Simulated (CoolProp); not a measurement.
Saturation properties of R1132(E).

Model: reference Helmholtz-energy equation of state, Akasaka 2024, in CoolProp.

```json
[
 {"T (K)": "253.9", "p (MPa)": "0.4267", "vapour density (kg/m³)": "14.25"},
 {"T (K)": "259.2", "p (MPa)": "0.5157", "vapour density (kg/m³)": "17.11"},
 {"T (K)": "264.4", "p (MPa)": "0.6158", "vapour density (kg/m³)": "20.33"},
 {"T (K)": "269.6", "p (MPa)": "0.7298", "vapour density (kg/m³)": "(withheld)"},
 {"T (K)": "274.8", "p (MPa)": "0.8590", "vapour density (kg/m³)": "(withheld)"},
 {"T (K)": "280", "p (MPa)": "1.004", "vapour density (kg/m³)": "33.09"},
 {"T (K)": "285.2", "p (MPa)": "1.167", "vapour density (kg/m³)": "38.60"},
 {"T (K)": "290.4", "p (MPa)": "1.349", "vapour density (kg/m³)": "(withheld)"},
 {"T (K)": "295.6", "p (MPa)": "1.551", "vapour density (kg/m³)": "52.05"},
 {"T (K)": "300.9", "p (MPa)": "(withheld)", "vapour density (kg/m³)": "60.44"},
 {"T (K)": "306.1", "p (MPa)": "2.025", "vapour density (kg/m³)": "69.90"},
 {"T (K)": "311.3", "p (MPa)": "2.296", "vapour density (kg/m³)": "80.85"},
 {"T (K)": "316.5", "p (MPa)": "2.594", "vapour density (kg/m³)": "(withheld)"},
 {"T (K)": "321.7", "p (MPa)": "2.919", "vapour density (kg/m³)": "108.7"}
]
```

Q: Fill in the missing entries.

A: 
- 269.6, vapour density (kg/m³): 24.03
- 274.8, vapour density (kg/m³): 28.26
- 290.4, vapour density (kg/m³): 44.88
- 300.9, p (MPa): 1.778
- 316.5, vapour density (kg/m³): 93.62
